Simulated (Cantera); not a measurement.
An adiabatic, constant-pressure homogeneous reactor starts with CH4 : CO : O2 : N2 = 1 : 0.1 : 2.41 : 26.5 (molar parts), equivalence ratio 0.85, at 1798 K and 770000 Pa.

Cantera simulation using GRI-Mech 3.0 (53 species, 325 reactions); the numbers are that mechanism's predictions, not measurements.

Predict: time of steepest temperature rise; temperature at 2.00 s; equilibrium temperature; x(CO) at 2.00 s; x(O2) at 2.00 s; x(NO) at 2.00 s; x(HO2) at 2.00 s.


```json
{
  "time_of_steepest_temperature_rise": "42.7 µs",
  "temperature at 2.00 s": "2466 K",
  "equilibrium_temperature": "2466 K",
  "x(CO) at 2.00 s": "0.00354 (gas-phase equilibrium 0.00354)",
  "x(O2) at 2.00 s": "0.0108 (gas-phase equilibrium 0.0108)",
  "x(NO) at 2.00 s": "0.00520 (gas-phase equilibrium 0.00520)",
  "x(HO2) at 2.00 s": "1.88e-6 (gas-phase equilibrium 1.88e-6)"
}
```
